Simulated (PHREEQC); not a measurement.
Dissolve 0.14 mol/kgw CsOH and 0.00089 mol/kgw K2CO3 at 88 °C. Closed to the air; pH follows from the charge balance.

All values are PHREEQC results (ion-association model, wateq4f.dat), not measurements.

```csv
quantity,before,after
pH,11.46,9.32
ionic strength (mol/kgw),0.143,0.00192
HCO3- (mol/kgw),1.67e-5,0.000753
CO2 (mol/kgw),9.71e-11,8.01e-7
```

Question: Which change was made?
A. CsOH left out
B. temperature from 88 to 75 °C
C. 0.0026 mol/kgw MnSO4 added

Answer: A, CsOH left out

This is a speciation only: nothing precipitates in the calculation. At this temperature some constants are extrapolated from 25 °C, and those without enthalpy data are left unchanged.
